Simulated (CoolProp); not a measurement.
Model: reference Helmholtz-energy equation of state, Aleksandrov 2011, in CoolProp. It is a short technical equation, of lower accuracy than the large ones.

For n-undecane, give the phase and the density (kg/m³), cv (kJ/(kg K)), Joule-Thomson coefficient (K/MPa), expansivity (1/kK) at 620 K and 4.98 MPa.


- 620 K and 4.98 MPa: liquid; density 459, cv 2.96, Joule-Thomson coefficient 0.506, expansivity 2.91
